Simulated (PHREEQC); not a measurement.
A solution holds 61 mmol/kgw HF, 56 mmol/kgw NH4HF2 and 2.2 mmol/kgw (NH4)2SiF6, at 25 °C. Closed to the air; pH follows from the charge balance.

Model: ion-association model, wateq4f.dat, run in PHREEQC.

Each row changes one thing in this solution. Precipitation was switched off in this run.

| case | pH | ionic strength (mol/kgw) | HF (mol/kgw) | F- (mol/kgw) | H2F2 (mol/kgw) | HF2- (mol/kgw) |
|---|---|---|---|---|---|---|
| as made | 2.85 | 0.0643 | 0.0737 | 0.0448 | 0.0144 | 0.0129 |
| (NH4)2SiF6 left out | 2.86 | 0.0576 | 0.0738 | 0.0448 | 0.0144 | 0.0129 |
| HF replaced by NH4BF4 at the same molality | 3.13 | 0.124 | 0.0396 | 0.0492 | 0.00420 | 0.00769 |
| HF replaced by H2SiF6 at the same molality | ___ | 0.191 | 0.0772 | 0.00140 | 0.0163 | 0.000433 |
| temperature from 25 to 15 °C | 2.83 | ___ | 0.0685 | 0.0464 | ___ | 0.0113 |

### Question
Some entries are withheld; supply them.

### Answer

- HF replaced by H2SiF6 at the same molality, pH: 1.27
- temperature from 25 to 15 °C, ionic strength (mol/kgw): 0.0644
- temperature from 25 to 15 °C, H2F2 (mol/kgw): 0.0177

Complexes and solids missing from the database can't appear. SiF6-2 is the database's only silicon fluoride. Real BF4- forms and hydrolyses slowly; the run takes it at equilibrium.
